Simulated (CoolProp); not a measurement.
Properties of chloromethane (R40) along the isobar 0.157 MPa.

Computed with CoolProp (reference Helmholtz-energy equation of state, Thol 2014).

| T (K) | phase | Z | cp (kJ/(kg K)) | cv (kJ/(kg K)) | speed of sound (m/s) | Joule-Thomson coefficient (K/MPa) | fugacity coefficient |
|---|---|---|---|---|---|---|---|
| 273.8 | gas | 0.9622 | 0.8601 | 0.6559 | 233.8 | 50.92 | ___ |
| 279.7 | gas | 0.9653 | 0.8564 | 0.6567 | 236.4 | 46.84 | 0.9666 |
| 285.6 | gas | 0.9680 | 0.8550 | 0.6591 | 239.0 | 43.25 | 0.9691 |
| 291.6 | gas | 0.9704 | 0.8554 | 0.6627 | 241.5 | 40.03 | 0.9713 |
| 297.5 | gas | 0.9726 | 0.8572 | 0.6671 | 243.9 | 37.22 | 0.9733 |
| 303.4 | gas | 0.9745 | 0.8601 | 0.6723 | 246.3 | 34.69 | 0.9751 |
| 309.4 | gas | 0.9763 | 0.8639 | 0.6781 | 248.7 | 32.39 | 0.9768 |
| 315.3 | gas | 0.9778 | 0.8684 | 0.6843 | 251.0 | 30.34 | 0.9783 |
| 321.2 | gas | 0.9793 | 0.8735 | 0.6909 | ___ | 28.48 | 0.9797 |
| 327.1 | gas | 0.9806 | ___ | 0.6978 | 255.4 | 26.79 | 0.9809 |
| 333.1 | gas | 0.9818 | 0.8852 | 0.7051 | 257.6 | 25.22 | 0.9821 |
| 339 | gas | 0.9828 | 0.8915 | 0.7125 | 259.7 | 23.80 | 0.9831 |
| 344.9 | gas | 0.9838 | 0.8981 | 0.7201 | 261.8 | 22.51 | 0.9841 |
| 350.8 | gas | 0.9848 | 0.9049 | 0.7278 | 263.9 | 21.31 | 0.9850 |
| 356.8 | gas | 0.9856 | 0.9121 | 0.7358 | 266.0 | 20.19 | 0.9858 |
| 362.7 | gas | 0.9864 | 0.9193 | 0.7437 | 268.0 | 19.17 | 0.9866 |

Question: Some entries are withheld; supply them.

Answer: 
- 273.8, fugacity coefficient: 0.9638
- 321.2, speed of sound (m/s): 253.2
- 327.1, cp (kJ/(kg K)): 0.8791
